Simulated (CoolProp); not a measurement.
The fluid at 298.15 K and 0.138 MPa flows at 0.49 m/s in a round tube of 20 mm bore and 0.25 µm roughness, fully developed (64/Re and Nu = 3.66 if laminar; Colebrook and Gnielinski if turbulent). The same conditions are run with several fluids, on thermodynamics alone (safety and materials aside).

Values from CoolProp's reference Helmholtz-energy equation of state of each fluid (n-butane: Bücker 2006; dry air: Lemmon 2000; R124: de Vries 1995; normal hydrogen: Leachman 2009). Blends and air are pseudo-pure fits.

| fluid | Reynolds number | Darcy friction factor | pressure drop (Pa/m) | heat-transfer coefficient (W/(m² K)) | mass flow (kg/h) |
|---|---|---|---|---|---|
| n-butane | 4470 | 0.0386 | 0.783 | 12.5 | ___ |
| dry air | 857 | ___ | 0.723 | 4.81 | 0.894 |
| R124 | ___ | 0.0355 | ___ | ___ | 4.37 |
| normal hydrogen | 123 | 0.518 | 0.349 | 34.0 | 0.0621 |

Complete the blanks.


- n-butane, mass flow (kg/h): 1.87
- dry air, Darcy friction factor: 0.0747
- R124, Reynolds number: 5990
- R124, pressure drop (Pa/m): 1.68
- R124, heat-transfer coefficient (W/(m² K)): 12.7

Transport values come from each fluid's own correlations; those of R124 are estimates that may be off by 10 % or more.
